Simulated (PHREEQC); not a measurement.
**Copper plating or etch bath (model solution)**

Consider water at 25 °C with 0.0016 mol/kgw CuSO4 and 0.053 mol/kgw FeCl3. Closed to the air; pH follows from the charge balance.

All values are PHREEQC results (ion-association model, phreeqc.dat), not measurements.

No solid was allowed to form.

**Question.** Estimate the pH, ionic strength.

**Answer.** pH 1.96; ionic strength 0.235 mol/kgw.

**Question.** In which forms is Cu present?

**Answer.** Cu+2 89 %, CuCl+ 10.0 % of the Cu.

Examples of supersaturated solids here: Hematite (slow to form), Goethite (slow to form). Others may be too.
